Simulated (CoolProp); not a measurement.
Vapour-liquid equilibrium of n-decane (1) + n-dodecane (2) at 0.0321 bar; x and y are mole fractions of (1).

The numbers come from the multi-fluid Helmholtz-energy mixture model, Lemmon 2006 and Lemmon 2004; pair parameters Bell 2016 in CoolProp.

### Question
Give the bubble temperature and the first vapour's composition at x = 0.2, 0.5, 0.8. Is there an azeotrope?

### Answer
x = 0.2: 371.0 K, y = 0.544; x = 0.5: 359.2 K, y = 0.842; x = 0.8: 351.8 K, y = 0.957. No azeotrope shows between x = 0.05 and 0.95.

Pair parameters are fitted to limited data, so mixtures are less certain than the pure fluids.
